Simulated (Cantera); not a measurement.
Cantera run, input and output.

```python
import numpy as np
import cantera as ct

gas = ct.Solution("gri30.yaml")
gas.TPX = 1475, 170000, {'CH4': 1, 'CO2': 1.4}
inlet = ct.Reservoir(gas, clone=True)

reactor = ct.IdealGasConstPressureReactor(gas, energy="off", clone=False)
exhaust = ct.Reservoir(gas, clone=True)
tau = [0.34, 0.17, 0.085, 0.043, 0.022, 0.011, 0.0055, 0.0028, 0.0014, 0.0007, 0.00035][0]
for a, b in ((inlet, reactor), (reactor, exhaust)):
    ct.MassFlowController(a, b, mdot=lambda t: reactor.mass / tau)
net = ct.ReactorNet([reactor])
show = ['CH4', 'CO2', 'CH2CO', 'H2O', 'HO2', 'H']

rows = []
print(f"{'tau/s':>10s}{'T/K':>9s}" + "".join(f"{s:>11s}" for s in show))
for tau in [0.34, 0.17, 0.085, 0.043, 0.022, 0.011, 0.0055, 0.0028, 0.0014, 0.0007, 0.00035]:
    net.initial_time = 0.0
    net.advance(30 * tau)
    before = gas.X
    net.advance(40 * tau)
    drift = np.max(np.abs(gas.X - before) / (gas.X + 1e-9))
    rows.append([gas.T, *gas[show].X, drift])
    print(f"{tau:10.3e}{gas.T:9.1f}" + "".join(f"{x:11.3e}" for x in gas[show].X))
```

Result:

```
     tau/s      T/K        CH4        CO2      CH2CO        H2O        HO2          H
 3.400e-01   1475.0  2.727e-01  4.592e-01  8.281e-06  6.532e-02  1.548e-15  1.383e-06
 1.700e-01   1475.0  3.250e-01  5.178e-01  3.150e-06  2.950e-02  1.062e-15  1.051e-06
 8.500e-02   1475.0  3.624e-01  5.521e-01  1.013e-06  1.109e-02  6.048e-16  7.295e-07
 4.300e-02   1475.0  3.863e-01  5.694e-01  2.744e-07  3.636e-03  3.104e-16  4.564e-07
 2.200e-02   1475.0  4.007e-01  5.777e-01  6.015e-08  1.061e-03  1.516e-16  2.563e-07
 1.100e-02   1475.0  4.090e-01  5.813e-01  1.007e-08  2.682e-04  7.159e-17  1.287e-07
 5.500e-03   1475.0  4.132e-01  5.827e-01  1.532e-09  6.777e-05  3.672e-17  6.486e-08
 2.800e-03   1475.0  4.151e-01  5.831e-01  2.436e-10  2.019e-05  2.291e-17  3.793e-08
 1.400e-03   1475.0  4.159e-01  5.833e-01  3.904e-11  7.069e-06  1.736e-17  2.655e-08
 7.000e-04   1475.0  4.163e-01  5.833e-01  6.810e-12  2.890e-06  1.522e-17  2.171e-08
 3.500e-04   1475.0  4.165e-01  5.833e-01  1.237e-12  1.285e-06  1.435e-17  1.931e-08
```

Detailed kinetics in Cantera: GRI-Mech 3.0 (53 species, 325 reactions).
